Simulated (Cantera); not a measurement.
What does this Cantera script print?

```python
import numpy as np
import cantera as ct

gas = ct.Solution("gri30.yaml")
gas.TPX = 675, 101325, {'CH4': 1, 'O2': 2, 'N2': 7.52, 'CO2': 0.92}
inlet = ct.Reservoir(gas, clone=True)
gas.equilibrate("HP")  # start burning
reactor = ct.IdealGasConstPressureReactor(gas, energy="on", clone=False)
exhaust = ct.Reservoir(gas, clone=True)
tau = [0.21, 0.094, 0.043, 0.02, 0.0089, 0.0041, 0.0018, 0.00084, 0.00038, 0.00018, 8e-05, 3.6e-05, 1.7e-05][0]
for a, b in ((inlet, reactor), (reactor, exhaust)):
    ct.MassFlowController(a, b, mdot=lambda t: reactor.mass / tau)
net = ct.ReactorNet([reactor])
show = ['CH4', 'O2', 'CO2', 'OH', 'NO', 'CH2O']

rows = []
print(f"{'tau/s':>10s}{'T/K':>9s}" + "".join(f"{s:>11s}" for s in show))
for tau in [0.21, 0.094, 0.043, 0.02, 0.0089, 0.0041, 0.0018, 0.00084, 0.00038, 0.00018, 8e-05, 3.6e-05, 1.7e-05]:
    net.initial_time = 0.0
    net.advance(30 * tau)
    before = gas.X
    net.advance(40 * tau)
    drift = np.max(np.abs(gas.X - before) / (gas.X + 1e-9))
    rows.append([gas.T, *gas[show].X, drift])
    print(f"{tau:10.3e}{gas.T:9.1f}" + "".join(f"{x:11.3e}" for x in gas[show].X))
```

Result:

```
     tau/s      T/K        CH4         O2        CO2         OH         NO       CH2O
 2.100e-01   2252.3  1.604e-06  8.109e-03  1.495e-01  3.742e-03  1.536e-03  2.874e-07
 9.400e-02   2244.8  3.299e-06  8.777e-03  1.486e-01  3.957e-03  1.117e-03  5.924e-07
 4.300e-02   2230.7  6.372e-06  9.788e-03  1.469e-01  4.297e-03  7.619e-04  1.138e-06
 2.000e-02   2207.6  1.162e-05  1.122e-02  1.443e-01  4.788e-03  5.087e-04  2.041e-06
 8.900e-03   2172.2  2.122e-05  1.326e-02  1.404e-01  5.465e-03  3.294e-04  3.602e-06
 4.100e-03   2128.1  3.753e-05  1.565e-02  1.359e-01  6.193e-03  2.175e-04  6.059e-06
 1.800e-03   2072.5  7.012e-05  1.854e-02  1.307e-01  6.927e-03  1.409e-04  1.056e-05
 8.400e-04   2015.5  1.298e-04  2.144e-02  1.256e-01  7.442e-03  9.506e-05  1.814e-05
 3.800e-04   1953.0  2.609e-04  2.476e-02  1.203e-01  7.670e-03  6.301e-05  3.347e-05
 1.800e-04   1892.6  5.493e-04  2.864e-02  1.149e-01  7.417e-03  4.179e-05  6.441e-05
 8.000e-05   1814.9  1.572e-03  3.622e-02  1.064e-01  5.948e-03  2.331e-05  1.605e-04
 3.600e-05    675.0  8.741e-02  1.748e-01  8.042e-02  1.542e-21 -3.277e-19 -3.319e-17
 1.700e-05    675.0  8.741e-02  1.748e-01  8.042e-02  6.941e-22 -1.294e-22 -6.323e-21
```

Cantera simulation using GRI-Mech 3.0 (53 species, 325 reactions); the numbers are that mechanism's predictions, not measurements.
